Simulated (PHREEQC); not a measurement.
# Copper plating or etch bath: speciation

Dissolve 0.45 mol Cu(NO3)2, 0.021 mol NaCl and 0.026 mol CuCl2 per kg of water at 25 °C. Closed to the air; pH follows from the charge balance.

All values are PHREEQC results (ion-association model, wateq4f.dat), not measurements.

| Quantity | Value |
|---|---|
| pH | 4.01 |
| ionic strength | 1.42 mol/kgw |
| activity of water | 0.975 |

```json
[
 {"species": "NO3-", "molality": "0.900", "activity": "0.473", "log γ": "-0.280"},
 {"species": "Cu+2", "molality": "0.462", "activity": "0.0868", "log γ": "-0.726"},
 {"species": "Cl-", "molality": "0.0590", "activity": "0.0343", "log γ": "-0.235"},
 {"species": "Na+", "molality": "0.0210", "activity": "0.0156", "log γ": "-0.130"},
 {"species": "CuCl+", "molality": "0.0138", "activity": "0.00801", "log γ": "-0.237"},
 {"species": "H+", "molality": "0.000132", "activity": "9.67e-5", "log γ": "-0.134"},
 {"species": "CuCl2", "molality": "0.000107", "activity": "0.000148", "log γ": "0.142"},
 {"species": "Cu2(OH)2+2", "molality": "5.82e-5", "activity": "3.35e-5", "log γ": "-0.240"},
 {"species": "CuOH+", "molality": "1.51e-5", "activity": "8.75e-6", "log γ": "-0.237"},
 {"species": "Cu(OH)2", "molality": "1.33e-7", "activity": "1.84e-7", "log γ": "0.142"},
 {"species": "CuCl3-", "molality": "3.10e-8", "activity": "1.80e-8", "log γ": "-0.237"}
]
```

Precipitation was switched off in this run. The solution is supersaturated, for example in Atacamite, Cu2(OH)3NO3, so a real one may precipitate; this is no full list. Caution: at this ionic strength the ion-association model is outside its range; a Pitzer model would be the better tool where its parameters exist.
